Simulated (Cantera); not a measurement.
A perfectly stirred reactor is fed with 25.6 % CH₄, 74.4 % H₂O, at 2.17 atm; it is held at 1498 K, and followed from long to short residence time.

Model: GRI-Mech 3.0 (53 species, 325 reactions), integrated in Cantera.

Question: Predict: x(CH₄) at τ = 0.910 s; x(H₂O) at τ = 0.910 s; x(C₂H₆) at τ = 0.910 s; x(CO₂) at τ = 0.910 s; x(CH₄) at τ = 25.0 ms; x(H₂O) at τ = 25.0 ms; x(C₂H₆) at τ = 25.0 ms; x(CO₂) at τ = 25.0 ms.

Answer: 
```
Item                       Value
----------------------  --------
x(CH₄) at τ = 0.910 s      0.108
x(H₂O) at τ = 0.910 s      0.609
x(C₂H₆) at τ = 0.910 s   9.04e-5
x(CO₂) at τ = 0.910 s     0.0105
x(CH₄) at τ = 25.0 ms      0.230
x(H₂O) at τ = 25.0 ms      0.730
x(C₂H₆) at τ = 25.0 ms  0.000696
x(CO₂) at τ = 25.0 ms    3.45e-5
```
